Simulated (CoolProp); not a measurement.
R124 at several states: fugacity coefficient from the reference equation and from simpler models built on Tc = 395.4 K, pc = 3624 kPa, ω = 0.288; each cubic takes its own stable root.

Model: reference Helmholtz-energy equation of state, de Vries 1995, in CoolProp.

```
T (K)  p (kPa)   phase  reference
-----  -------  ------  ---------
146.2     9200  liquid   1.181e-6
420.8     55.8     gas     0.9957
359.8     5190  liquid     0.3058
379       82.3     gas     0.9909
186.7      295  liquid   0.003252
```

Task: How far does each simpler model (van der Waals, Peng-Robinson) lie from the reference over these 5 states: mean and median of the absolute difference, and the worst?

Result: 
- van der Waals: mean 47001.0 %, median 37.4 %, worst +228096.4 % at 146.2 K and 9200 kPa
- Peng-Robinson: mean 10.4 %, median 0.5 %, worst +39.8 % at 146.2 K and 9200 kPa
